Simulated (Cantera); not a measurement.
Sublimation and decomposition of ceramics: SiC + Si + N₂ + C

Charge: 1 mol SiC, 0.0038 mol Si, 0.14 mol N₂, 0.021 mol C, at 2900 K and 0.0133 bar.

Method: chemical equilibrium by Gibbs-energy minimisation in Cantera with the NASA 1993 tables (ideal gas, pure condensed phases). Candidate condensed phases: C, Si, SiC, Si₃N₄; 20 gas species. The tables' values for SiN are old estimates; treat these amounts as uncertain. The numbers say what is thermodynamically allowed, not how fast it happens.

```
Quantity                              Value
--------------------------------  ---------
x(Si)                                 0.488
x(SiC₂)                               0.337
x(N₂)                                 0.122
x(Si₂C)                              0.0325
x(C₃)                               0.00776
x(CN)                               0.00543
x(Si₂)                              0.00225
x(C)                                0.00142
x(SiC)                              0.00128
n(C(graphite))                    0.193 mol
gas amount                        1.118 mol
log10 activity of Si(l) (absent)      -0.98
```
